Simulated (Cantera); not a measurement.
Mixture: 12.8 % CH₄, 18.3 % O₂, 68.8 % N₂, equivalence ratio 1.4, at 13.0 bar, adiabatic and at constant volume. Ignition delay is the time to a rise of 400 K.

Cantera simulation using GRI-Mech 3.0 (53 species, 325 reactions); the numbers are that mechanism's predictions, not measurements. The pressure lies above the range GRI-Mech 3.0 was tuned for (to about 10 atm).

Task: Predict: delay at 1175 K; delay at 1325 K; delay at 1475 K; delay at 1625 K; delay at 1775 K; apparent activation energy between 1625 and 1775 K.

Result: 
```
Property                                                 Value
--------------------------------------------------  ----------
delay at 1175 K                                        5.39 ms
delay at 1325 K                                       0.934 ms
delay at 1475 K                                       0.200 ms
delay at 1625 K                                        50.6 µs
delay at 1775 K                                        15.2 µs
apparent activation energy between 1625 and 1775 K  190 kJ/mol
```
